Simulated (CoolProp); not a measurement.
Vapour-liquid equilibrium of cyclohexane (1) + n-dodecane (2) at 507.8 K; x and y are mole fractions of (1).

The numbers come from the multi-fluid Helmholtz-energy mixture model, Zhou 2014 and Lemmon 2004; pair parameters Bell 2016 in CoolProp.

Problem. Give the bubble pressure and the first vapour's composition at x = 0.05, 0.2, 0.35. Is there an azeotrope?

Solution. x = 0.05: 0.2151 MPa, y = 0.295; x = 0.2: 0.4218 MPa, y = 0.669; x = 0.35: 0.6663 MPa, y = 0.813. No azeotrope shows between x = 0.05 and 0.95.

The pair parameters rest on a limited set of measurements; away from them the model extrapolates.
